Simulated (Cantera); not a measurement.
A Cantera script and its output.

```python
import numpy as np
import cantera as ct

gas = ct.Solution("gri30.yaml")


def delay(T, t_max=10):
    gas.TPX = T, 3400000, {'CH4': 1, 'H2': 0.7, 'O2': 3.46, 'N2': 13, 'H2O': 0.81}
    reactor = ct.IdealGasConstPressureReactor(gas, clone=False)
    net = ct.ReactorNet([reactor])
    net.rtol, net.atol = 1e-8, 1e-16
    while net.time < t_max:
        t_old, T_old = net.time, reactor.T
        net.step()
        if reactor.T > T + 400:  # ignition: a rise of 400 K
            return t_old + (T + 400 - T_old) / (reactor.T - T_old) * (net.time - t_old)
    return np.nan


taus = []
for T in [1050, 1150, 1250, 1350, 1450, 1550]:
    taus.append(delay(T))
    print(f"T0 = {T:6g} K   tau = {taus[-1]:.4e} s")
```

Result:

```
T0 =   1050 K   tau = 3.1495e-03 s
T0 =   1150 K   tau = 5.5325e-04 s
T0 =   1250 K   tau = 1.3354e-04 s
T0 =   1350 K   tau = 4.2803e-05 s
T0 =   1450 K   tau = 1.7615e-05 s
T0 =   1550 K   tau = 8.6532e-06 s
```

Cantera simulation using GRI-Mech 3.0 (53 species, 325 reactions); the numbers are that mechanism's predictions, not measurements. The pressure lies above the range GRI-Mech 3.0 was tuned for (to about 10 atm).
